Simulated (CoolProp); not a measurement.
A Linde-Hampson liquefier for methane: isothermal reversible compression at 300 K from 1 atm to 30 MPa, throttling to 1 atm, return gas leaving the recuperator 10 K below the feed. Each further row changes one setting.

Values from CoolProp's reference Helmholtz-energy equation of state, Setzmann 1991.

```tsv
case	liquid yield per pass	compression work (kJ/kg of gas)
as stated	0.216	833
high pressure 60 MPa	0.225	951
warm-end temperature 330 K	0.165	937
warm-end gap 15 K	0.206	833
```
